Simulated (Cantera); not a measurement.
**Adiabatic ignition**

An adiabatic, constant-volume homogeneous reactor starts with 2.78 % CH4, 1.53 % H2, 8.77 % O2, 84.9 % N2, 2.00 % H2O, at 1750 K and 750 Torr.

Model: GRI-Mech 3.0 (53 species, 325 reactions), integrated in Cantera.

| t (s) | T (K) | P (bar) | x CH4 | x H2 | x O2 | x HO2 | x CO2 | x NO | x CH3 |
|---|---|---|---|---|---|---|---|---|---|
| 1.00e-6 | 1750 | 1.000 | 0.0278 | 0.0153 | 0.0877 | 2.48e-7 | 1.47e-12 | <1e-12 | 1.06e-6 |
| 5.76e-6 | 1750 | 1.000 | 0.0277 | 0.0153 | 0.0877 | 1.34e-6 | 7.16e-10 | <1e-12 | 1.15e-5 |
| 3.32e-5 | 1750 | 1.000 | 0.0275 | 0.0152 | 0.0876 | 5.26e-6 | 3.93e-7 | 2.20e-11 | 0.000182 |
| 0.000191 | 2267 | 1.31 | <1e-12 | 0.00773 | 0.0288 | 3.75e-6 | 0.0170 | 5.84e-5 | <1e-12 |
| 0.00110 | 2494 | 1.42 | <1e-12 | 0.00271 | 0.0254 | 2.89e-6 | 0.0231 | 0.000721 | <1e-12 |
| 0.00635 | 2492 | 1.42 | <1e-12 | 0.00263 | 0.0240 | 2.76e-6 | 0.0233 | 0.00346 | <1e-12 |
| 0.0366 | 2484 | 1.42 | <1e-12 | 0.00263 | 0.0222 | 2.55e-6 | 0.0233 | 0.00735 | <1e-12 |
| 0.211 | 2483 | 1.42 | <1e-12 | 0.00263 | 0.0221 | 2.54e-6 | 0.0233 | 0.00753 | <1e-12 |
| 1.21 | 2483 | 1.42 | <1e-12 | 0.00263 | 0.0221 | 2.54e-6 | 0.0233 | 0.00753 | <1e-12 |
| 7.00 | 2483 | 1.42 | <1e-12 | 0.00263 | 0.0221 | 2.54e-6 | 0.0233 | 0.00753 | <1e-12 |
x: mole fraction; the columns are a selection and need not sum to one.

```
Property                                                            Result
---------------------------------  ---------------------------------------
time of steepest temperature rise                                 0.112 ms
temperature at 7.00 s                                               2483 K
equilibrium temperature                                             2483 K
x(CH4) at 7.00 s                     <1e-12 (gas-phase equilibrium <1e-12)
x(H2) at 7.00 s                    0.00263 (gas-phase equilibrium 0.00263)
x(O2) at 7.00 s                      0.0221 (gas-phase equilibrium 0.0221)
```
